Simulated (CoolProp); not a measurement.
Hydrogen chloride at several states: Z from the reference equation and from simpler models built on Tc = 324.7 K, pc = 83.14 bar, ω = 0.130; each cubic takes its own stable root.

Model: reference Helmholtz-energy equation of state, Thol 2018, in CoolProp.

| T (K) | p (bar) | phase | reference |
|---|---|---|---|
| 289.5 | 0.238 | gas | 0.9985 |
| 478.4 | 1.51 | gas | 0.9980 |
| 527.8 | 31.6 | gas | 0.9713 |
| 267.2 | 12.6 | gas | 0.8836 |

### Question
How far does each simpler model (Soave-Redlich-Kwong, Peng-Robinson) lie from the reference over these 4 states: mean and median of the absolute difference, and the worst?

### Answer
- Soave-Redlich-Kwong: mean 0.7 %, median 0.5 %, worst +1.9 % at 267.2 K and 12.6 bar
- Peng-Robinson: mean 0.3 %, median 0.1 %, worst +1.1 % at 267.2 K and 12.6 bar
